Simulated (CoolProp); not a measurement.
Isohexane at 293.15 K and 0.0167 MPa is throttled through a valve to 0.0107 MPa with no heat exchange. Each further row changes one setting.

Computed with CoolProp (reference Helmholtz-energy equation of state, Lemmon 2006). It is a short technical equation, of lower accuracy than the large ones.

```json
[
 {"case": "as stated", "temperature change (K)": "-0.3", "final density (kg/m³)": "0.382"},
 {"case": "outlet pressure 0.00321 MPa", "temperature change (K)": "-0.6", "final density (kg/m³)": "0.114"},
 {"case": "outlet pressure 0.0139 MPa", "temperature change (K)": "-0.1", "final density (kg/m³)": "0.497"}
]
```
